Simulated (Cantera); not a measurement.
Mixture: 16.9 % H2, 10.7 % O2, 72.5 % N2, at 2.17 atm, adiabatic and at constant volume. Ignition delay is the time to a rise of 400 K.

Detailed kinetics in Cantera: the H2/O2 subset of GRI-Mech 3.0, which has no nitrogen chemistry. The hydrogen kinetics of GRI-Mech 3.0 are dated; newer H2 mechanisms differ, most at raised pressure.

Problem. Predict: delay at 1000 K; delay at 1050 K; delay at 1100 K; delay at 1150 K; delay at 1200 K; delay at 1250 K; apparent activation energy between 1150 and 1250 K.

Solution. 
* **delay at 1000 K**: 8.51 ms
* **delay at 1050 K**: 0.270 ms
* **delay at 1100 K**: 85.6 µs
* **delay at 1150 K**: 49.9 µs
* **delay at 1200 K**: 34.4 µs
* **delay at 1250 K**: 25.7 µs
* **apparent activation energy between 1150 and 1250 K**: 79 kJ/mol
